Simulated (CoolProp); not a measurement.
Vapour-liquid equilibrium of propylene (1) + R22 (2) at 0.0171 MPa; x and y are mole fractions of (1).

Values from CoolProp's multi-fluid Helmholtz-energy mixture model, Lemmon 2013 and Kamei 1995; pair parameters Bell 2016.

```
x     bubble temperature (K)  y at the bubble point  dew temperature at overall composition x (K)  liquid density (mol/L)
----  ----------------------  ---------------------  --------------------------------------------  ----------------------
0.05                   199.2                  0.119                                         199.9                   17.24
0.2                    196.8                    [?]                                           [?]                   16.95
0.35                     [?]                  0.510                                         196.8                   16.64
0.5                      [?]                  0.624                                           [?]                   16.34
0.65                   193.5                  0.725                                           [?]                   16.05
0.8                    193.0                  0.829                                         193.1                   15.78
0.95                   192.8                  0.951                                         192.8                     [?]
```

Some entries are withheld; supply them.


- 0.2, y at the bubble point: 0.359
- 0.2, dew temperature at overall composition x (K): 198.4
- 0.35, bubble temperature (K): 195.2
- 0.5, bubble temperature (K): 194.2
- 0.5, dew temperature at overall composition x (K): 195.3
- 0.65, dew temperature at overall composition x (K): 194.0
- 0.95, liquid density (mol/L): 15.51

No azeotrope shows between x = 0.05 and 0.95.

The pair parameters rest on a limited set of measurements; away from them the model extrapolates.
